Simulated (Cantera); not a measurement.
# Premixed flame

A freely propagating, adiabatic, planar premixed flame of H2 : O2 : N2 = 1 : 0.455 : 1.71 (molar parts), equivalence ratio 1.1, unburnt at 548 K and 4.20 bar; mixture-averaged transport, grid criteria slope 0.08 and curve 0.16, no radiation.

Cantera simulation using the H2/O2 subset of GRI-Mech 3.0, which has no nitrogen chemistry; the numbers are that mechanism's predictions, not measurements. The hydrogen kinetics of GRI-Mech 3.0 are dated; newer H2 mechanisms differ, most at raised pressure. Burning velocities carry a grid error of a few per cent, more on coarse grids.

| z (mm) | T (K) | u (m/s) | x H2 | x O2 | x H2O2 | x O | x OH | x HO2 |
|---|---|---|---|---|---|---|---|---|
| -0.212 | 548 | 6.65 | 0.316 | 0.144 | <1e-8 | <1e-8 | <1e-8 | <1e-8 |
| -0.141 | 548 | 6.65 | 0.316 | 0.144 | <1e-8 | <1e-8 | <1e-8 | <1e-8 |
| -0.106 | 548 | 6.65 | 0.316 | 0.144 | <1e-8 | <1e-8 | <1e-8 | <1e-8 |
| -0.0706 | 548 | 6.65 | 0.315 | 0.144 | <1e-8 | 1.38e-8 | <1e-8 | 5.18e-7 |
| -0.0353 | 575 | 6.89 | 0.305 | 0.145 | 9.09e-6 | 5.44e-6 | 2.27e-5 | 0.000318 |
| -0.0177 | 849 | 9.81 | 0.263 | 0.140 | 7.20e-5 | 0.000298 | 0.00114 | 0.000738 |
| 0 | 1341 | 15.0 | 0.174 | 0.103 | 2.21e-5 | 0.00350 | 0.00373 | 0.000317 |
| 0.0177 | 1690 | 18.6 | 0.0965 | 0.0513 | 4.72e-6 | 0.00754 | 0.00969 | 0.000136 |
| 0.0353 | 1873 | 20.5 | 0.0667 | 0.0273 | 2.79e-6 | 0.00844 | 0.0142 | 6.42e-5 |
| 0.0706 | 2052 | 22.3 | 0.0562 | 0.0164 | 1.62e-6 | 0.00726 | 0.0170 | 3.20e-5 |
| 0.141 | 2218 | 23.8 | 0.0523 | 0.0119 | 1.02e-6 | 0.00495 | 0.0168 | 1.84e-5 |
| 0.283 | 2359 | 25.1 | 0.0474 | 0.00816 | 7.12e-7 | 0.00294 | 0.0149 | 1.00e-5 |
| 0.565 | 2464 | 26.0 | 0.0422 | 0.00521 | 5.13e-7 | 0.00161 | 0.0122 | 5.24e-6 |
x: mole fraction of selected species; z is measured from the peak of heat release.

```yaml
laminar_burning_velocity: 665 cm/s
thermal_thickness: 0.0706 mm
peak x(H2O2): 7.25e-5
peak x(O): 0.00845
peak x(OH): 0.0172
peak x(HO2): 0.000905
```
